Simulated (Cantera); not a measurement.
An adiabatic, constant-pressure homogeneous reactor starts with 12.0 % CH4, 18.5 % O2, 69.5 % N2, equivalence ratio 1.3, at 1650 K and 6080 Torr.

Model: GRI-Mech 3.0 (53 species, 325 reactions), integrated in Cantera.

x: mole fraction; the columns are a selection and need not sum to one.

```csv
t (s),T (K),x CH4,x O2,x CH3,x C2H4,x NO2,x HCN
5.00e-6,1650,0.120,0.185,8.96e-5,(withheld),<1e-12,<1e-12
1.06e-5,1650,0.120,0.185,0.000228,(withheld),<1e-12,<1e-12
2.25e-5,1654,0.118,0.184,0.000442,(withheld),<1e-12,<1e-12
4.78e-5,1694,0.108,0.177,0.00104,(withheld),1.00e-11,2.55e-11
0.000101,2972,1.30e-12,0.00333,5.14e-12,<1e-12,2.93e-7,2.08e-8
0.000215,2964,1.42e-12,0.00301,5.43e-12,<1e-12,7.48e-7,4.20e-8
0.000457,2960,1.47e-12,0.00288,5.56e-12,<1e-12,9.37e-7,5.18e-8
0.000971,2960,1.48e-12,0.00287,5.57e-12,<1e-12,9.51e-7,5.26e-8
0.00206,2960,1.48e-12,0.00287,5.57e-12,<1e-12,9.51e-7,5.26e-8
0.00437,2960,1.48e-12,0.00287,5.57e-12,<1e-12,9.51e-7,5.26e-8
0.00928,2960,1.48e-12,0.00287,5.57e-12,<1e-12,9.51e-7,5.26e-8
0.0197,2960,1.48e-12,0.00287,5.57e-12,<1e-12,9.51e-7,5.26e-8
0.0418,2960,1.48e-12,0.00287,5.57e-12,<1e-12,9.51e-7,5.26e-8
0.0888,2960,1.48e-12,0.00287,5.57e-12,<1e-12,9.51e-7,5.26e-8
0.188,2960,1.48e-12,0.00287,5.57e-12,<1e-12,9.51e-7,5.26e-8
0.400,2960,1.48e-12,0.00287,5.57e-12,<1e-12,9.51e-7,5.26e-8
```

Question: Some entries are withheld; supply them.

Answer: 
- 5.00e-6, x C2H4: 3.45e-7
- 1.06e-5, x C2H4: 5.31e-6
- 2.25e-5, x C2H4: 6.23e-5
- 4.78e-5, x C2H4: 0.000884
